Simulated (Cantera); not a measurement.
A closed system holds: 1 mol Cu₂O, 0.47 mol CH₄, 0.79 mol N₂, held at 0.000210 bar.

Method: chemical equilibrium by Gibbs-energy minimisation in Cantera with the NASA 1993 tables (ideal gas, pure condensed phases). Candidate condensed phases: C, C₆H₆, C₇H₈, C₈H₁₈, Cu, CuO, Cu(OH)₂, Cu₂O, H₂O; 139 gas species. Rates play no part.

x: gas mole fraction; n: condensed amount in mol.

| T (K) | x Cu | x N₂ | x H₂ | x H₂O | x CO | x H | x CO₂ | x OH | n Cu(s) | n Cu(l) |
|---|---|---|---|---|---|---|---|---|---|---|
| 1175 | 2.88e-5 | 0.359 | 0.259 | 0.169 | 0.141 | 4.30e-6 | 0.0722 | 1.96e-8 | 2.00 | 0 |
| 1275 | 0.000412 | 0.359 | 0.250 | 0.177 | 0.150 | 2.54e-5 | 0.0638 | 2.10e-7 | 2.00 | 0 |
| 1375 | 0.00392 | 0.358 | 0.242 | 0.183 | 0.156 | 0.000116 | 0.0569 | 1.58e-6 | 0 | 1.99 |
| 1475 | … | 0.350 | 0.232 | 0.184 | 0.158 | … | … | … | 0 | 1.94 |
| 1575 | 0.130 | 0.312 | 0.203 | 0.168 | 0.144 | 0.00129 | 0.0413 | 3.89e-5 | 0 | 1.67 |
| 1675 | 0.475 | 0.188 | 0.119 | 0.103 | 0.0887 | 0.00277 | 0.0231 | 0.000115 | 0 | 0 |
| 1775 | 0.474 | 0.187 | 0.116 | 0.104 | 0.0899 | 0.00680 | 0.0216 | 0.000379 | 0 | 0 |
| 1875 | 0.472 | 0.187 | 0.111 | 0.103 | 0.0905 | 0.0150 | 0.0205 | 0.00110 | 0 | 0 |
| 1975 | 0.468 | 0.185 | 0.103 | 0.100 | 0.0904 | 0.0303 | 0.0196 | 0.00281 | 0 | 0 |
| 2075 | 0.459 | 0.181 | … | … | 0.0897 | … | 0.0183 | … | 0 | 0 |
| 2175 | 0.444 | 0.175 | 0.0816 | 0.0732 | 0.0890 | 0.0963 | 0.0153 | 0.0116 | 0 | 0 |

**Question.** Some entries are withheld; supply them.

**Answer.** 
- 2075, x H₂: 0.0930
- 2075, x H₂O: 0.0918
- 2075, x H: 0.0560
- 2075, x OH: 0.00632
- 1475, x Cu: 0.0255
- 1475, x H: 0.000431
- 1475, x CO₂: 0.0505
- 1475, x OH: 8.97e-6
